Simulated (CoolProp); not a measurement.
Values from CoolProp's reference Helmholtz-energy equation of state, Akasaka 2024.

Problem. Give the vapour pressure (kPa), liquid density (kg/m³), enthalpy of vaporisation (kJ/kg), vapour Z of saturated R1132(E) at 274.3, 282.1, 302.6 K.

Solution. 
| T (K) | p (kPa) | liquid density (kg/m³) | enthalpy of vaporisation (kJ/kg) | vapour Z |
|---|---|---|---|---|
| 274.3 | 846 | 999 | 250 | 0.853 |
| 282.1 | 1070 | 974 | 239 | 0.828 |
| 302.6 | 1860 | 899 | 207 | 0.745 |
